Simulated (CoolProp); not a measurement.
Vapour pressure (kPa) of ethane: the reference equation beside estimates from Tc = 305.3 K, pc = 4872 kPa, ω = 0.099. Clausius-Clapeyron is anchored at 204.5 K with a constant enthalpy of vaporisation of 13.86 kJ/mol.

Values from CoolProp's reference Helmholtz-energy equation of state, Bücker 2006.

| T (K) | reference | Lee-Kesler | Clausius-Clapeyron | van der Waals | Redlich-Kwong | Soave-Redlich-Kwong | Peng-Robinson |
|---|---|---|---|---|---|---|---|
| 149.4 | 9.152 | 8.781 | 13.10 | 116.8 | 8.115 | 8.753 | 9.477 |
| 158.6 | 19.27 | 18.61 | 25.03 | 174.5 | 18.39 | 18.60 | 19.75 |
| 167.8 | 37.05 | 36.06 | 44.54 | 250.1 | 37.26 | 36.06 | 37.68 |
| 176.9 | 65.67 | 64.38 | 74.27 | 344.9 | 68.44 | 64.36 | 66.39 |
| 186.1 | 110.0 | 108.6 | 118.3 | 463.2 | 117.5 | 108.5 | 110.7 |
| 195.3 | 174.6 | 173.4 | 180.5 | 606.5 | 189.5 | 173.2 | 175.3 |
| 204.5 | 265.0 | 264.5 | 265.0 | 776.8 | 290.2 | 264.1 | 265.6 |
| 213.7 | 387.1 | 387.5 | 376.5 | 976.1 | 425.6 | 387.4 | 387.5 |
| 222.9 | 546.9 | 548.7 | 519.6 | 1206 | 601.5 | 549.5 | 547.4 |
| 232.1 | 751.0 | 754.2 | 698.9 | 1469 | 823.8 | 757.0 | 752.0 |
| 241.3 | 1006 | 1010 | 919.1 | 1765 | 1098 | 1017 | 1008 |
| 250.5 | 1319 | 1324 | 1185 | 2097 | 1430 | 1336 | 1324 |

Absolute difference from the reference over all 12 rows, mean and median: Lee-Kesler 1.3 and 0.6 %, Clausius-Clapeyron 12.6 and 8.1 %, van der Waals 353.9 and 220.2 %, Redlich-Kwong 7.7 and 8.8 %, Soave-Redlich-Kwong 1.6 and 1.2 %, Peng-Robinson 0.9 and 0.4 %.
